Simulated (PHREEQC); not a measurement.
Dissolve 0.0023 mol/kgw KH2PO4 and 0.02 mol/kgw Na2SO4 at 25 °C. Closed to the air; pH follows from the charge balance.

Computed with PHREEQC (ion-association model, wateq4f.dat).

### Question
The ionic strength comes out as 0.0590 mol/kgw. What activity coefficients do SO4-2, KSO4-, H+, HSO4-, K+ get?

### Answer
SO4-2 0.44, KSO4- 0.82, H+ 0.85, HSO4- 0.81, K+ 0.80.

No solid was allowed to form. H3PO4, which wateq4f.dat lacks, is added to it with the constant of phreeqc.dat.
